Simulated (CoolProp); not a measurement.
Vapour-liquid equilibrium of propylene (1) + 1-butene (2) at 0.929 MPa; x and y are mole fractions of (1).

Computed with CoolProp (multi-fluid Helmholtz-energy mixture model, Lemmon 2013 and Lemmon 2005; pair parameters Bell 2016).

Question: Give the bubble temperature and the first vapour's composition at x = 0.15, 0.35, 0.85. Is there an azeotrope?

Answer: x = 0.15: 57.3 °C, y = 0.311; x = 0.35: 44.5 °C, y = 0.596; x = 0.85: 21.7 °C, y = 0.946. No azeotrope shows between x = 0.05 and 0.95.

Pair parameters are fitted to limited data, so mixtures are less certain than the pure fluids.
